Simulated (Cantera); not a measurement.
**Moist CO burnout**

An isothermal, constant-pressure homogeneous reactor starts with CO : O2 : H2O : N2 = 0.0059 : 0.0043 : 0.00065 : 1 (molar parts), equivalence ratio 0.69, at 1275 K and 370000 Pa.

Detailed kinetics in Cantera: GRI-Mech 3.0 (53 species, 325 reactions).

| t (s) | x CO | x O2 | x H2O | x OH | x HO2 |
|---|---|---|---|---|---|
| 4.00e-6 | 0.00584 | 0.00425 | 0.000643 | <1e-12 | <1e-12 |
| 1.53e-5 | 0.00584 | 0.00425 | 0.000643 | 1.84e-12 | <1e-12 |
| 5.87e-5 | 0.00584 | 0.00425 | 0.000643 | 1.64e-11 | 4.97e-12 |
| 0.000225 | 0.00584 | 0.00425 | 0.000643 | 1.38e-10 | 1.70e-10 |
| 0.000862 | 0.00584 | 0.00425 | 0.000643 | 1.75e-9 | 5.13e-9 |
| 0.00330 | 0.00581 | 0.00424 | 0.000641 | 8.86e-7 | 1.24e-6 |
| 0.0126 | 0.00233 | 0.00249 | 0.000622 | 8.87e-6 | 1.53e-6 |
| 0.0485 | 0.000293 | 0.00148 | 0.000640 | 3.83e-6 | 5.50e-7 |
| 0.186 | 1.62e-5 | 0.00135 | 0.000644 | 1.46e-6 | 6.99e-8 |
| 0.711 | 4.33e-7 | 0.00134 | 0.000645 | 5.25e-7 | 3.32e-9 |
| 2.73 | 2.29e-8 | 0.00134 | 0.000645 | 1.85e-7 | 1.90e-10 |
| 10.4 | 7.81e-9 | 0.00134 | 0.000645 | 1.29e-7 | 7.48e-11 |
| 40.0 | 7.69e-9 | 0.00134 | 0.000645 | 1.28e-7 | 7.39e-11 |
x: mole fraction; the columns are a selection and need not sum to one.

Equilibrium at this temperature and pressure: CO 7.73e-9, O2 0.00132, H2O 0.000645, OH 1.28e-7, HO2 7.33e-11 (gas phase only).
